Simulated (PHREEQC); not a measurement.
Dissolve 0.0041 mol/kgw Pb(NO3)2, 0.00019 mol/kgw Ca(HCO3)2 and 0.00033 mol/kgw HBr at 25 °C. Closed to the air; pH follows from the charge balance.

Model: ion-association model, wateq4f.dat, run in PHREEQC.

No solid was allowed to form.

### Question
Order these C species by the share of C that they hold, largest first: HCO3-, PbHCO3+, CO2, PbCO3.

### Answer
CO2 (86 %), PbHCO3+ (8.4 %), HCO3- (4.4 %), PbCO3 (0.79 %)

The pH is 5.01 and the ionic strength 0.0122 mol/kgw. The solution is supersaturated, for example in Cerrusite, so a real one may precipitate; this is no full list.
